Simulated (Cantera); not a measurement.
A perfectly stirred reactor is fed with NH3 : H2 = 1 : 0.78 (molar parts), at 16.5 Torr; it is held at 2325 K, and followed from long to short residence time.

Detailed kinetics in Cantera: the gas-phase N/H chemistry of the illustrative SiF4/NH3 mechanism in the Surface Chemkin manual (1991). Walls and surfaces, which speed up NH3 decomposition in real reactors, are not modelled.

Question: What does this change do: NH3 1 to 0.16 parts?

Answer: 
| quantity | before | after |
|---|---|---|
| x(NH3) at τ = 16.0 s | 6.04e-5 | 3.12e-5 |
| x(H2) at τ = 16.0 s | 0.773 | 0.866 |
| x(NH2) at τ = 16.0 s | 1.28e-5 | 7.30e-6 |
| x(N2) at τ = 16.0 s | 0.175 | 0.0704 |
| x(NH) at τ = 16.0 s | 1.81e-5 | 1.14e-5 |
| x(NH3) at τ = 58.0 ms | 0.268 | 0.0951 |
| x(H2) at τ = 58.0 ms | 0.635 | 0.869 |
| x(NH2) at τ = 58.0 ms | 0.00210 | 0.00101 |
| x(N2) at τ = 58.0 ms | 0.0930 | 0.0315 |
| x(NH) at τ = 58.0 ms | 9.73e-5 | 6.85e-5 |

Question: What does this change do: temperature 2325 to 1775 K?

Answer: 
| quantity | before | after |
|---|---|---|
| x(NH3) at τ = 16.0 s | 6.04e-5 | 0.218 |
| x(H2) at τ = 16.0 s | 0.773 | 0.672 |
| x(NH2) at τ = 16.0 s | 1.28e-5 | 0.000183 |
| x(N2) at τ = 16.0 s | 0.175 | 0.110 |
| x(NH) at τ = 16.0 s | 1.81e-5 | 2.85e-6 |
| x(NH3) at τ = 58.0 ms | 0.268 | 0.559 |
| x(H2) at τ = 58.0 ms | 0.635 | 0.440 |
| x(NH2) at τ = 58.0 ms | 0.00210 | 0.000297 |
| x(N2) at τ = 58.0 ms | 0.0930 | 0.000780 |
| x(NH) at τ = 58.0 ms | 9.73e-5 | 2.81e-6 |
